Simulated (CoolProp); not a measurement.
A single-stage vapour-compression cycle with propane: evaporating at 205.15 K (dew point), condensing at 228.15 K (bubble point), superheat 5 K, subcooling 0 K, compressor efficiency 0.6, no pressure losses. Each further row changes one setting.

Computed with CoolProp (reference Helmholtz-energy equation of state, Lemmon 2009).

```json
[
 {"case": "as stated", "cooling COP": "4.91", "pressure ratio": "3.25", "discharge temperature (K)": "269.7", "refrigerating effect (kJ/kg)": "408", "volumetric capacity (kJ/m³)": "286"},
 {"case": "evaporating temperature 210.15 K", "cooling COP": "6.54", "pressure ratio": "2.45", "discharge temperature (K)": "260.9", "refrigerating effect (kJ/kg)": "414", "volumetric capacity (kJ/m³)": "377"},
 {"case": "condensing temperature 223.15 K", "cooling COP": "6.38", "pressure ratio": "2.57", "discharge temperature (K)": "257.9", "refrigerating effect (kJ/kg)": "419", "volumetric capacity (kJ/m³)": "294"},
 {"case": "subcooling 5 K", "cooling COP": "5.04", "pressure ratio": "3.25", "discharge temperature (K)": "269.7", "refrigerating effect (kJ/kg)": "419", "volumetric capacity (kJ/m³)": "294"},
 {"case": "superheat 15 K", "cooling COP": "4.84", "pressure ratio": "3.25", "discharge temperature (K)": "280.6", "refrigerating effect (kJ/kg)": "421", "volumetric capacity (kJ/m³)": "281"},
 {"case": "compressor efficiency 0.5", "cooling COP": "4.09", "pressure ratio": "3.25", "discharge temperature (K)": "280.1", "refrigerating effect (kJ/kg)": "408", "volumetric capacity (kJ/m³)": "286"}
]
```
